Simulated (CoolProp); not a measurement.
Saturated liquid density (kg/m³) of R1234yf: the reference equation beside estimates from Tc = 367.8 K, pc = 3.384 MPa, ω = 0.276. Rackett uses Z = 0.29056 − 0.08775 ω.

The numbers come from the reference Helmholtz-energy equation of state, Lemmon 2022 in CoolProp.

```csv
T (K),reference,Rackett,Redlich-Kwong,Soave-Redlich-Kwong,Peng-Robinson
216.7,1336,1322,(withheld),(withheld),1345
233.4,1291,(withheld),1113,1154,1304
250.1,(withheld),1232,1066,1111,1257
266.8,1196,1183,1015,1063,1204
283.5,1143,1129,958.9,(withheld),1143
300.2,1084,1071,895.8,944.8,1072
316.9,1018,1005,823.6,870.5,987.8
333.6,938.2,927.2,738.4,780.0,883.2
350.3,832.2,825.0,629.9,661.3,744.0
```

### Question
Complete the blanks.

### Answer

- 216.7, Redlich-Kwong: 1155
- 216.7, Soave-Redlich-Kwong: 1193
- 233.4, Rackett: 1278
- 250.1, reference: 1245
- 283.5, Soave-Redlich-Kwong: 1008

Absolute difference from the reference over all 9 rows, mean and median: Rackett 1.1 and 1.1 %, Redlich-Kwong 17.2 and 16.1 %, Soave-Redlich-Kwong 13.3 and 11.8 %, Peng-Robinson 2.6 and 1.0 %.
